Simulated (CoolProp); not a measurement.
n-perfluorohexane along the isotherm 176.85 °C: fugacity coefficient from the reference equation and from simpler models built on Tc = 174.9 °C, pc = 17.42 bar, ω = 0.497; each cubic takes its own stable root.

Values from CoolProp's reference Helmholtz-energy equation of state, Gao 2022.

| p (bar) | phase | reference | van der Waals | Soave-Redlich-Kwong | Peng-Robinson |
|---|---|---|---|---|---|
| 6.22 | gas | 0.8788 | 0.8958 | 0.8828 | 0.8710 |
| 12.4 | gas | 0.7601 | 0.7916 | 0.7692 | 0.7496 |
| 18.7 | supercritical | 0.6264 | 0.6682 | 0.6431 | 0.6199 |
| 24.9 | supercritical | 0.4992 | 0.5496 | 0.5223 | 0.4999 |
| 31.1 | supercritical | 0.4217 | 0.4773 | 0.4475 | 0.4255 |
| 37.3 | supercritical | 0.3700 | 0.4298 | 0.3975 | 0.3755 |
| 43.5 | supercritical | 0.3333 | 0.3968 | 0.3620 | 0.3399 |
| 49.8 | supercritical | 0.3058 | 0.3729 | 0.3354 | 0.3131 |
| 56 | supercritical | 0.2852 | 0.3556 | 0.3155 | 0.2928 |
| 62.2 | supercritical | 0.2690 | 0.3429 | 0.3000 | 0.2769 |
| 68.4 | supercritical | 0.2561 | 0.3336 | 0.2878 | 0.2642 |
| 74.6 | supercritical | 0.2458 | 0.3268 | 0.2781 | 0.2540 |
| 80.9 | supercritical | 0.2372 | 0.3221 | 0.2703 | 0.2455 |
| 87.1 | supercritical | 0.2303 | 0.3192 | 0.2641 | 0.2387 |
